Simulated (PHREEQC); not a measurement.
1 kg of water meets 20 L of dry gas (CO2 0.54, CH4 0.28, H2S 0.18 by moles) at fixed total pressure, at 25 °C; fugacities by Peng-Robinson. The gases take part in no redox reaction, some water evaporates into the gas, and hydrates or a liquid gas phase aren't modelled. No solid was allowed to form.

Computed with PHREEQC (ion-association model, phreeqc.dat).

**Question.** Predict dissolved CO2 (all carbonate carbon) (mol/kgw) at P (atm) = 1, 7.5.

**Answer.** 
```json
[
 {"P (atm)": "1", "dissolved CO2 (all carbonate carbon) (mol/kgw)": "0.0178"},
 {"P (atm)": "7.5", "dissolved CO2 (all carbonate carbon) (mol/kgw)": "0.131"}
]
```
